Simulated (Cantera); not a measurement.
Source: NASA polynomial tables (part measured, part estimated), evaluated in Cantera. Values are per mole of reaction as written; species without (g) are pure solids or liquids, kept so even where they would boil at 1 bar.

Problem. Between 300 and 2723 K, where is each reaction favourable under standard conditions?
- 2 Al + 3 Cl₂(g) = 2 AlCl₃(g)
- 2 Al + AlCl₃(g) = 3 AlCl(g)
- AlCl₃(g) = 2 Cl(g) + AlCl(g)

Solution. 
- 2 Al + 3 Cl₂(g) = 2 AlCl₃(g): ΔG° is -1140 kJ at 300 K and -833 kJ at 2723 K; it stays negative (K > 1). ΔH° is -1220 kJ and ΔS° -142 J/K at 2723 K.
- 2 Al + AlCl₃(g) = 3 AlCl(g): ΔG° is 336 kJ at 300 K and -285 kJ at 2723 K; it changes sign between 300 and 2223 K. ΔH° is 336 kJ and ΔS° 228 J/K at 2723 K.
- AlCl₃(g) = 2 Cl(g) + AlCl(g): ΔG° is 703 kJ at 300 K and 104 kJ at 2723 K; it stays positive (K < 1). ΔH° is 775 kJ and ΔS° 246 J/K at 2723 K.
